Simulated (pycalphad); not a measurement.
Source of the numbers: pycalphad with the COST 507 light-alloy database (1999); pressure 1 atm. These are 1990s assessments: newer ones move some temperatures and phases. Phase fractions are per mole of atoms.

**Question.** Give the equilibrium state of Si-46Sn (at.%) at 750 K.

**Answer.** diamond (Si), fraction 0.540, with <0.01 Sn at.%; liquid, fraction 0.460, with 99.98 Sn at.%.

**Question.** Give the equilibrium state of Si-46Sn (at.%) at 500 K.

**Answer.** diamond (Si), fraction 0.540, with <0.01 Sn at.%; bct (Sn), fraction 0.460, with 100 Sn at.%.
